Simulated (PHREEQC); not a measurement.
1 kg of water holding 0.34 mol/kgw KCl and 0.012 mol/kgw CaCl2 is evaporated at 15 °C; the solids stay in contact with the brine. CO2 from the air is kept out. Only these solids could form: Portlandite, Sylvite.

The series has 28 steps of water left (kg), from 1 to 0.005012.

Equilibrium calculation in PHREEQC: Pitzer model, pitzer.dat.

Problem. Which solids form, in which order, and at which step of the series does each first stand?

Solution. Sylvite from water left = 0.07809 kg.

Complexes and solids missing from the database can't appear.
